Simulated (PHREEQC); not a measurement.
Na2CO3 is added in steps, without added water, to 1 kg of water holding 0.0018 mol/kgw MgSO4, 0.00072 mol/kgw BaCl2 and 6.3e-05 mol/kgw H4SiO4, at 60 °C. Oxygen is held at 0.21 atm. CO2 from the air is kept out. The run lets Barite, Brucite, Witherite, Nesquehonite, SiO2(a), Halite, Mirabilite, Epsomite, Nahcolite, Natron precipitate or redissolve, and no other solid.

Base run: PHREEQC, ion-association model, wateq4f.dat. Each further column changes one thing. The table gives H3SiO4- (mol/kgw).

```tsv
Na2CO3 added (mol)	base	all activity coefficients set to 1	Debye-Hückel limiting law	database phreeqc.dat	database pitzer.dat
0	6.65e-8	5.92e-8	6.76e-8	6.58e-8	…
2.1e-05	2.72e-6	2.50e-6	2.75e-6	2.67e-6	…
3.85e-05	4.74e-6	4.35e-6	4.79e-6	4.66e-6	…
5.95e-05	6.94e-6	6.38e-6	7.01e-6	6.82e-6	…
8.05e-05	8.94e-6	8.23e-6	9.02e-6	8.79e-6	1.05e-5
0.0001015	1.08e-5	9.92e-6	1.09e-5	1.06e-5	…
0.000119	1.22e-5	1.12e-5	1.23e-5	1.20e-5	…
0.00014	1.37e-5	1.27e-5	1.38e-5	1.35e-5	…
```

Q: Fill in the missing entries.

A: 
- 0, database pitzer.dat: 7.67e-8
- 2.1e-05, database pitzer.dat: 3.29e-6
- 3.85e-05, database pitzer.dat: 5.68e-6
- 5.95e-05, database pitzer.dat: 8.24e-6
- 0.0001015, database pitzer.dat: 1.26e-5
- 0.000119, database pitzer.dat: 1.41e-5
- 0.00014, database pitzer.dat: 1.58e-5

Constants without temperature data keep their 25 °C values here. pitzer.dat has no redox and few complexes: it carries them in its interaction parameters. phreeqc.dat and wateq4f.dat share most of their constants, so their agreement is no independent check. Solids allowed in the column 'database phreeqc.dat': Witherite, Barite, Chalcedony, Halite. Solids allowed in the column 'database pitzer.dat': Barite, Bischofite, Bloedite, Brucite, Burkeite, Epsomite, Halite, Hexahydrite, Kieserite, Nesquehonite, Mirabilite, Nahcolite, Natron, SiO2(a), Thenardite, Trona, MgCl2_4H2O.
